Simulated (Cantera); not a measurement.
Input: 1 mol SiH2Cl2, 0.018 mol C2H2, 320 mol H2, held at 1898.15 K.

These are equilibrium values from Cantera (NASA tables, ideal gas, pure condensed phases), not measurements of a reactor. Candidate condensed phases: C, C6H6, C7H8, C8H18, Si, SiC; 109 gas species. Mutual solubility and eutectic melting of coexisting phases are not modelled. Gases not in the tables: Si2H6 and higher silanes. Rates play no part.

### Question
Which condensed phases are stable at each of these points (P (Pa)): 100, 320, 1000, 3200, 10000, 32000, 100000?

### Answer
| P (Pa) | condensed phases | Si condensed (%) |
|---|---|---|
| 100 | SiC(s) | 1.3 |
| 320 | SiC(s) | 2.0 |
| 1000 | Si(l) + SiC(s) | 48.3 |
| 3200 | Si(l) + SiC(s) | 79.3 |
| 10000 | Si(l) + SiC(s) | 89.3 |
| 32000 | Si(l) + SiC(s) | 92.8 |
| 100000 | Si(l) + SiC(s) | 94.0 |

From 100 Pa to 320 Pa the condensed part is SiC(s). From 1000 Pa to 100000 Pa the condensed part is Si(l) + SiC(s).
